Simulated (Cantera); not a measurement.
# Thermodynamics of aluminium nitride and oxide growth, feed Al + HCl + N2

Charge: 1 mol Al, 0.71 mol HCl, 32 mol N2, equilibrated at 7.50 Torr.

Cantera equilibrium calculation (NASA polynomials, part measured and part estimated; ideal gas, pure solids and liquids). Candidate condensed phases: Al, AlCl3, AlN, NH4Cl; 20 gas species. The tables' values for AlCl2 are old estimates; treat these amounts as uncertain. Kinetics and transport are ignored.

From 1598 K to 1773 K the condensed part is AlN(s). The main Al-bearing gas is AlCl throughout. The share of Al in condensed phases is highest at 1598 K (50.1 %) and lowest at 1773 K (30.3 %).

| T (K) | x N2 | x AlCl | x H2 | x HCl | x AlCl2 | x AlCl3 | x H | n AlN(s) |
|---|---|---|---|---|---|---|---|---|
| 1598 | 0.972 | 0.0130 | 0.00918 | 0.00334 | 0.00141 | 0.000844 | 5.10e-5 | 0.501 |
| 1623 | 0.971 | 0.0154 | 0.00947 | 0.00268 | 0.00114 | 0.000426 | 6.73e-5 | 0.443 |
| 1648 | 0.970 | 0.0173 | 0.00975 | 0.00207 | 0.000836 | 0.000190 | 8.79e-5 | 0.398 |
| 1673 | 0.969 | 0.0187 | 0.00998 | 0.00155 | 0.000576 | 7.75e-5 | 0.000114 | 0.365 |
| 1698 | 0.969 | 0.0196 | 0.0102 | 0.00114 | 0.000383 | 3.02e-5 | 0.000146 | 0.341 |
| 1723 | 0.968 | 0.0202 | 0.0103 | 0.000826 | 0.000249 | 1.16e-5 | 0.000185 | 0.325 |
| 1748 | 0.968 | 0.0206 | 0.0104 | 0.000600 | 0.000161 | 4.43e-6 | 0.000233 | 0.313 |
| 1773 | 0.968 | 0.0209 | 0.0104 | 0.000436 | 0.000104 | 1.71e-6 | 0.000290 | 0.303 |
x: gas mole fraction; n: condensed amount in mol.
